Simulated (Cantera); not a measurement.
**Metals in furnace atmospheres: Pb + H₂S + N₂**

A closed system holds: 1 mol Pb, 3.4 mol H₂S, 58 mol N₂, held at 1200 K and 20.3 Torr.

Equilibrium computed with Cantera from the NASA thermochemical tables; the gas is ideal and each condensed phase is pure. Candidate condensed phases: Pb, PbS, S; 18 gas species. Gases not in the tables: S₃ to S₇. Kinetics and transport are ignored.

```json
{
 "x(N₂)": "0.919",
 "x(H₂)": "0.0386",
 "x(PbS)": "0.0156",
 "x(H₂S)": "0.0152",
 "x(S₂)": "0.0115",
 "x(Pb)": "0.000276",
 "x(SH)": "7.70e-5",
 "gas_amount": "63.13 mol",
 "log10 activity of Pb(l) (absent)": "-1.94",
 "log10 activity of S(l) (absent)": "-2.55"
}
```
